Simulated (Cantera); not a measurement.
**AlCl₃ + N₂O + N₂ (aluminium nitride and oxide growth)**

Feed: 1 mol AlCl₃, a varied amount of N₂O, 500 mol N₂, held at 1927 °C and 2300 Pa.

Equilibrium computed with Cantera from the NASA thermochemical tables; the gas is ideal and each condensed phase is pure. Candidate condensed phases: Al, AlCl₃, AlN, Al₂O₃; 24 gas species. The tables' values for AlCl₂ are old estimates; treat these amounts as uncertain. Equilibrium is a limit: real reactors are often held back by kinetics, nucleation or transport.

From 0.74 mol N₂O to 47 mol N₂O the condensed part is Al₂O₃(s). The main Al-bearing gas is AlCl at 0.74 mol N₂O and AlOCl at 47 mol N₂O. The share of Al in condensed phases is highest at 47 mol N₂O (99.7 %) and lowest at 0.74 mol N₂O (45.2 %).

```tsv
n(N₂O) (mol)	x N₂	x O₂	x Cl	x NO	x O	x AlCl	x AlOCl	x AlCl₂	n Al₂O₃(s)
0.74	0.994	3.45e-7	0.00481	1.82e-5	1.05e-5	0.000933	9.16e-5	5.19e-5	0.226
1	0.994	6.59e-7	0.00517	2.51e-5	1.45e-5	0.000617	8.37e-5	3.69e-5	0.312
1.5	0.994	9.78e-6	0.00579	9.68e-5	5.58e-5	9.15e-5	4.78e-5	6.12e-6	0.463
2.1	0.993	0.000233	0.00590	0.000473	0.000272	8.63e-6	2.20e-5	5.89e-7	0.492
3	0.992	0.000798	0.00590	0.000873	0.000504	3.43e-6	1.62e-5	2.34e-7	0.495
4.2	0.990	0.00166	0.00588	0.00126	0.000728	1.97e-6	1.34e-5	1.34e-7	0.496
5.9	0.988	0.00298	0.00585	0.00168	0.000973	1.27e-6	1.16e-5	8.58e-8	0.497
8.4	0.986	0.00498	0.00581	0.00218	0.00126	8.55e-7	1.01e-5	5.75e-8	0.497
12	0.982	0.00792	0.00575	0.00274	0.00159	5.98e-7	8.89e-6	3.97e-8	0.497
17	0.977	0.0120	0.00567	0.00336	0.00195	4.31e-7	7.90e-6	2.83e-8	0.498
24	0.970	0.0177	0.00556	0.00406	0.00237	3.17e-7	7.03e-6	2.03e-8	0.498
34	0.961	0.0255	0.00541	0.00486	0.00285	2.34e-7	6.24e-6	1.46e-8	0.498
47	0.951	0.0351	0.00522	0.00567	0.00334	1.78e-7	5.56e-6	1.07e-8	0.498
```
x: gas mole fraction; n: condensed amount in mol.
